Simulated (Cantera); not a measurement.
Mixture: CH4 : C2H6 : O2 : N2 = 1 : 0.05 : 2.34 : 11.5 (molar parts), at 100000 Pa, adiabatic and at constant volume. Ignition delay is the time to a rise of 400 K.

Computed with Cantera and GRI-Mech 3.0 (53 species, 325 reactions).

Problem. Predict: delay at 1150 K; delay at 1350 K; delay at 1550 K; delay at 1750 K; delay at 1950 K; apparent activation energy between 1750 and 1950 K.

Solution. 
```json
{
  "delay at 1150 K": "29.5 ms",
  "delay at 1350 K": "2.50 ms",
  "delay at 1550 K": "0.294 ms",
  "delay at 1750 K": "65.9 µs",
  "delay at 1950 K": "25.4 µs",
  "apparent activation energy between 1750 and 1950 K": "130 kJ/mol"
}
```
